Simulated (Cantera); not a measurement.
An isothermal, constant-pressure homogeneous reactor starts with 21.3 % NH3, 78.7 % H2, at 1750 K and 1.00 bar.

Detailed kinetics in Cantera: the gas-phase N/H chemistry of the illustrative SiF4/NH3 mechanism in the Surface Chemkin manual (1991). Walls and surfaces, which speed up NH3 decomposition in real reactors, are not modelled.

x: mole fraction; the columns are a selection and need not sum to one.

```csv
t (s),x NH3,x H2,x H,x N2,x NH2,x N2H4,x N
5.00e-5,0.213,0.787,5.93e-6,1.38e-10,4.18e-6,8.19e-11,3.07e-12
0.000136,0.213,0.787,1.60e-5,9.63e-9,1.13e-5,6.08e-10,6.24e-11
0.000368,0.213,0.787,4.26e-5,4.06e-7,3.00e-5,4.30e-9,1.17e-9
0.00100,0.213,0.787,?,?,?,?,?
0.00271,0.212,0.787,0.000132,?,9.27e-5,4.11e-8,3.40e-8
0.00737,0.212,0.788,0.000133,0.000371,9.33e-5,4.16e-8,3.49e-8
0.0200,0.210,0.789,0.000134,0.00112,9.27e-5,4.10e-8,3.48e-8
0.0543,0.205,0.792,0.000135,0.00309,9.11e-5,3.96e-8,3.46e-8
0.147,0.193,0.799,0.000138,0.00811,8.68e-5,3.60e-8,3.40e-8
0.400,0.165,0.815,0.000145,0.0196,7.69e-5,2.82e-8,3.23e-8
1.09,0.115,0.844,0.000162,0.0401,5.75e-5,1.58e-8,2.80e-8
2.95,0.0582,0.878,0.000186,0.0637,3.22e-5,4.94e-9,1.94e-8
8.00,0.0218,0.899,0.000209,0.0787,1.32e-5,8.28e-10,9.56e-9
```

Fill in the missing entries.


- 0.00100, x H: 9.74e-5
- 0.00100, x N2: 9.68e-6
- 0.00100, x NH2: 6.86e-5
- 0.00100, x N2H4: 2.25e-8
- 0.00100, x N: 1.39e-8
- 0.00271, x N2: 9.40e-5
